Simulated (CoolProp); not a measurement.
Aqueous sodium chloride as a coolant, 13 % by mass, freezing at -9.0 °C, 1 atm.

Computed with CoolProp (Melinder's fits for secondary coolants).

```csv
T (°C),Prandtl number,viscosity (mPa s),cp (kJ/(kg K)),conductivity (W/(m K))
-4.2,16.6,2.54,3.572,0.547
1.8,13.5,[?],3.585,0.557
7.7,11.2,1.76,[?],0.566
13.7,9.34,[?],3.608,0.576
19.6,7.95,1.29,[?],0.585
25.6,6.85,1.12,3.624,0.595
31.6,5.98,0.995,[?],0.604
37.5,5.31,0.896,[?],0.613
```

Question: Some entries are withheld; supply them.

Answer: 
- 1.8, viscosity (mPa s): 2.10
- 7.7, cp (kJ/(kg K)): 3.597
- 13.7, viscosity (mPa s): 1.49
- 19.6, cp (kJ/(kg K)): 3.617
- 31.6, cp (kJ/(kg K)): 3.631
- 37.5, cp (kJ/(kg K)): 3.635
